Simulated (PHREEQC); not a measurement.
Ca(OH)2 is added in steps, without added water, to 1 kg of water holding 0.0036 mol K2CO3, 0.025 mol KNO3 and 0.00014 mol KH2PO4, at 25 °C. Oxygen alone is held at its pressure in air (log pO2 = -0.68). No CO2 enters from the air. Solids allowed: Aragonite, Portlandite, Hydroxyapatite. Others were left out.

Base run: PHREEQC, ion-association model, wateq4f.dat. Each further column changes one thing. The table gives Ca in solution (mol/kgw).

```
Ca(OH)2 added (mol)     base  Davies equation for every ion  all activity coefficients set to 1  database phreeqc.dat  Debye-Hückel limiting law
-------------------  -------  -----------------------------  ----------------------------------  --------------------  -------------------------
0                          0                              0                                   0                     0                          0
0.0002625            1.37e-5                        1.40e-5                                   ?               1.37e-5                    1.69e-5
0.0006125            1.39e-5                        1.43e-5                             9.56e-6               1.39e-5                    1.72e-5
0.000875             1.42e-5                        1.46e-5                                   ?               1.43e-5                          ?
0.001225             1.49e-5                        1.54e-5                             9.83e-6               1.49e-5                    1.88e-5
0.001488             1.56e-5                        1.61e-5                             1.00e-5               1.56e-5                    1.98e-5
0.001837             1.69e-5                        1.75e-5                                   ?               1.69e-5                          ?
0.0021               1.82e-5                        1.89e-5                                   ?               1.82e-5                          ?
```

Problem. Fill in the missing entries.

Solution. 
- 0.0002625, all activity coefficients set to 1: 9.52e-6
- 0.000875, all activity coefficients set to 1: 9.65e-6
- 0.000875, Debye-Hückel limiting law: 1.77e-5
- 0.001837, all activity coefficients set to 1: 1.04e-5
- 0.001837, Debye-Hückel limiting law: 2.17e-5
- 0.0021, all activity coefficients set to 1: 1.08e-5
- 0.0021, Debye-Hückel limiting law: 2.37e-5

H3PO4, which wateq4f.dat lacks, is added to it with the constant of phreeqc.dat.  phreeqc.dat and wateq4f.dat share most of their constants, so their agreement is no independent check. Solids allowed in the column 'database phreeqc.dat': Aragonite, Hydroxyapatite.
